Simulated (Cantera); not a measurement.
Feed: 1 mol BN, 11 mol HF, 2.2 mol H₂, equilibrated at 0.100 bar.

Method: chemical equilibrium by Gibbs-energy minimisation in Cantera with the NASA 1993 tables (ideal gas, pure condensed phases). Candidate condensed phases: B, BN; 31 gas species. Kinetics and transport are ignored.

Problem. At 1400 K, list the 5 most abundant gas species with their mole fractions, and the condensed phases.

Solution. HF 0.606, H₂ 0.280, BF₃ 0.0757, N₂ 0.0379, BHF₂ 1.33e-5. Condensed: gas only.
